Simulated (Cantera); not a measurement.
Input: 1 mol TiO₂, 2.7 mol CO, 1.6 mol CH₄, equilibrated at 900 °C and 1330 Pa.

Equilibrium computed with Cantera from the NASA thermochemical tables; the gas is ideal and each condensed phase is pure. Candidate condensed phases: C, C₆H₆, C₇H₈, C₈H₁₈, H₂O, Ti, TiC, TiO, TiO₂, Ti₂O₃, Ti₃O₅, Ti₄O₇; 113 gas species. Condensed phases not in the tables: Magnéli phases beyond Ti₄O₇. The numbers say what is thermodynamically allowed, not how fast it happens.

Base state: H₂ 0.520, CO 0.480, H₂O 0.000118, CO₂ 8.53e-5, CH₄ 7.01e-5 (mole fractions); condensed: C(graphite) + Ti₄O₇(s).

Problem. What changes in the equilibrium state with this change: pressure from 1330 Pa to 160000 Pa?

Solution. 
| species | before | after |
|---|---|---|
| H₂ | 0.520 | 0.528 |
| CO | 0.480 | 0.441 |
| H₂O | 0.000118 | 0.0132 |
| CH₄ | 7.01e-5 | 0.00868 |
| CO₂ | 8.53e-5 | 0.00866 |
| C(graphite), mol | 1.35 | 1.68 |
| Ti₄O₇(s), mol | 0.250 | 0 |
| TiO₂(rutile), mol | 0 | 1.00 |
Gases not in the tables: TiO(OH)₂.
